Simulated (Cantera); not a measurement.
Feed: 1 mol Si2Cl6, 0.32 mol Cl2, 23 mol H2, held at 10.0 Torr.

These are equilibrium values from Cantera (NASA tables, ideal gas, pure condensed phases), not measurements of a reactor. Candidate condensed phases: Si; 19 gas species. The feed counts by its element totals alone. The tables' values for SiCl3 are old estimates; treat these amounts as uncertain. The numbers say what is thermodynamically allowed, not how fast it happens. All values below are at 1500 K.

Base state: H2 0.813, HCl 0.123, SiCl2 0.0601, SiCl3 0.00237, SiCl4 0.000296, SiHCl3 0.000202, H 0.000137, SiH2Cl2 2.19e-5 (mole fractions); condensed: Si(s).

### Question
What changes in the equilibrium state with this change: Si2Cl6 replaced by SiH4?

### Answer
```
species       before    after
----------  --------  -------
H2             0.813    0.976
HCl            0.123   0.0220
SiCl2         0.0601  0.00160
SiCl4       0.000296  2.09e-7
SiCl3        0.00237  1.03e-5
SiHCl3      0.000202  9.58e-7
Si(s), mol     0.343    0.959
```

### Question
What changes in the equilibrium state with this change: pressure from 10.0 Torr to 90.0 Torr?

### Answer
| species | before | after |
|---|---|---|
| H2 | 0.813 | 0.820 |
| HCl | 0.123 | 0.117 |
| SiCl2 | 0.0601 | 0.0532 |
| SiH2Cl2 | 2.19e-5 | 0.000176 |
| SiHCl3 | 0.000202 | 0.00152 |
| SiCl4 | 0.000296 | 0.00208 |
| Cl | 1.68e-5 | 5.27e-6 |
| Si(s), mol | 0.343 | 0.356 |

### Question
What changes in the equilibrium state with this change: H2 from 23 to 79 mol?

### Answer
```csv
species,before,after
H2,0.813,0.931
HCl,0.123,0.0573
SiCl2,0.0601,0.0113
SiCl4,0.000296,1.05e-5
SiCl3,0.00237,0.000194
SiHCl3,0.000202,1.77e-5
SiH2Cl2,2.19e-5,4.73e-6
Cl,1.68e-5,7.30e-6
"Si(s), mol",0.343,1.05
```
